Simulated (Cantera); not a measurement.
# NO annealing gas

A perfectly stirred reactor is fed with NO : N₂ : H₂O = 1 : 1.5 : 0.0048 (molar parts), at 0.340 bar; it is held at 2175 K, and followed from long to short residence time.

Computed with Cantera and GRI-Mech 3.0 (53 species, 325 reactions).

| τ (s) | x NO | x N₂ | x O₂ | x N₂O | x O | x NO₂ |
|---|---|---|---|---|---|---|
| 8.0 | 0.0288 | 0.783 | 0.184 | 6.27e-7 | 0.00171 | 2.07e-5 |
| 3.0 | 0.0497 | 0.773 | 0.174 | 1.23e-6 | 0.00166 | 3.47e-5 |
| 1.1 | 0.0937 | 0.751 | 0.152 | 3.59e-6 | 0.00156 | 6.11e-5 |
| 0.41 | 0.172 | 0.712 | 0.112 | 1.17e-5 | 0.00135 | 9.69e-5 |
| 0.15 | 0.276 | 0.660 | 0.0608 | 3.03e-5 | 0.00102 | 0.000115 |
| 0.057 | 0.349 | 0.624 | 0.0246 | 4.91e-5 | 0.000676 | 9.32e-5 |
| 0.021 | 0.382 | 0.607 | 0.00829 | 5.78e-5 | 0.000419 | 6.06e-5 |
| 0.0079 | 0.393 | 0.602 | 0.00280 | 5.82e-5 | 0.000264 | 3.79e-5 |
| 0.0030 | 0.397 | 0.600 | 0.000951 | 5.51e-5 | 0.000169 | 2.47e-5 |
| 0.0011 | 0.398 | 0.599 | 0.000276 | 5.00e-5 | 0.000105 | 1.79e-5 |
| 0.00041 | 0.399 | 0.599 | 5.04e-5 | 3.91e-5 | 6.01e-5 | 1.31e-5 |
x: mole fraction; the columns are a selection and need not sum to one.
